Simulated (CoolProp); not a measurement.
A simple Rankine cycle with n-octane: condensing at 324.15 K, boiler at 0.105 MPa, turbine inlet 440 K, turbine efficiency 0.85, pump efficiency 0.7, no recuperator. Each further row changes one setting.

The numbers come from the reference Helmholtz-energy equation of state, Beckmüller 2019 in CoolProp.

```tsv
case	thermal efficiency (%)	net work (kJ/kg)	heat in (kJ/kg)	turbine exit temperature (K)	volume ratio over the turbine
as stated	11.9	[?]	578	406.6	14.3
turbine inlet 460 K	11.6	72.4	[?]	[?]	14.3
condensing temperature 316.15 K	13.1	[?]	596	402.1	[?]
boiler pressure 0.0735 MPa	10.4	[?]	580	411.2	[?]
turbine efficiency 0.75	10.5	60.8	578	410.4	14.4
```

Q: Some entries are withheld; supply them.

A: 
- as stated, net work (kJ/kg): 69.0
- turbine inlet 460 K, heat in (kJ/kg): 625
- turbine inlet 460 K, turbine exit temperature (K): 426.5
- condensing temperature 316.15 K, net work (kJ/kg): 78.3
- condensing temperature 316.15 K, volume ratio over the turbine: 20.7
- boiler pressure 0.0735 MPa, net work (kJ/kg): 60.5
- boiler pressure 0.0735 MPa, volume ratio over the turbine: 10.0
